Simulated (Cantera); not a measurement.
Input (Python, Cantera) and output of one run.

```python
import numpy as np
import cantera as ct

gas_names = """
    CL CL2 H HCL H2 N NH NH2 NH3 N2 N2H2 N2H4 Si SiCL SiCL2 SiCL3 SiCL4 SiH SiHCL3 SiH2 SiH2CL2 SiH3
    SiH3CL SiH4 SiN Si2 Si2N Si3
""".split()
cond_names = """
    NH4CL(a) NH4CL(b) Si(cr) Si(L) Si3N4(a)
""".split()


# ... load() reads the species with a 1 bar reference pressure and builds the phases ...
atoms = {
    'SiHCl3': {'Si': 1, 'H': 1, 'CL': 3},
    'N2': {'N': 2},
}
top_T = {'Si3N4(a)': 2400}  # K; cautious upper limits of use, not melting points


# ... equilibrate(T, P, feed) seeds the gas with the atoms and calls Mixture.equilibrate('TP', solver="vcs", rtol=1e-11, max_steps=5000) ...
results = []
feed = {'SiHCl3': 1, 'N2': 13}  # mol
P = 14000  # Pa
for T in [775, 875, 975, 1075, 1175, 1275, 1375, 1475, 1575, 1675, 1775, 1875, 1975, 2075]:
    mix = equilibrate(T, P, feed)
    results.append((T, P, feed, dict(zip(mix.species_names, mix.species_moles))))

top = {s: max(r[3][s] / sum(r[3][g] for g in gas_names) for r in results) for s in gas_names}
cols = sorted((s for s in top if top[s] > 0.001), key=lambda s: -top[s])[:9]
seen = [c for c in cond_names if any(r[3].get(c, 0) > 1e-12 for r in results)]
print("log10 of partial pressures in bar; condensed amounts in mol")
print(f"{'T/K':>10s}" + "".join(f"{s[:9]:>10s}" for s in cols + seen))
for T, P, feed, n in results:
    ng = sum(n[g] for g in gas_names)
    print(f"{T:10.4g}" + "".join(f"{np.log10(max(n[s] / ng * P / 1e5, 1e-99)):10.3f}" for s in cols)
          + "".join(f"{n.get(c, 0):10.4g}" for c in seen))
```

Output:

```
log10 of partial pressures in bar; condensed amounts in mol
       T/K        N2     SiCL2       HCL     SiCL4     SiCL3        H2        CL  Si3N4(a)
       775    -0.900   -11.820    -2.145    -2.249    -8.111    -2.864   -12.694    0.1436
       875    -0.901    -9.638    -2.119    -2.258    -6.829    -2.942   -10.952    0.1474
       975    -0.901    -7.910    -2.101    -2.265    -5.813    -3.008    -9.565      0.15
      1075    -0.901    -6.508    -2.089    -2.270    -4.989    -3.063    -8.435    0.1519
      1175    -0.901    -5.351    -2.080    -2.277    -4.309    -3.109    -7.495    0.1529
      1275    -0.901    -4.384    -2.074    -2.290    -3.743    -3.146    -6.704    0.1521
      1375    -0.902    -3.573    -2.071    -2.325    -3.280    -3.170    -6.033    0.1459
      1475    -0.904    -2.911    -2.076    -2.428    -2.935    -3.168    -5.470    0.1238
      1575    -0.908    -2.424    -2.095    -2.695    -2.768    -3.108    -5.023   0.07267
      1675    -0.912    -2.145    -2.141    -3.225    -2.844    -2.963    -4.702   0.00813
      1775    -0.913    -2.100    -2.119    -3.550    -2.939    -3.055    -4.244         0
      1875    -0.914    -2.082    -2.098    -3.829    -3.030    -3.168    -3.818         0
      1975    -0.915    -2.069    -2.089    -4.136    -3.141    -3.234    -3.463         0
      2075    -0.916    -2.058    -2.091    -4.488    -3.280    -3.238    -3.179         0
```

Method: chemical equilibrium by Gibbs-energy minimisation in Cantera with the NASA 1993 tables (ideal gas, pure condensed phases). N2 is the only nitrogen source here; it is nearly inert below about 1500 K, so the nitride shown seldom forms there in practice. The tables' values for SiCl3, SiCl are old estimates; treat these amounts as uncertain.
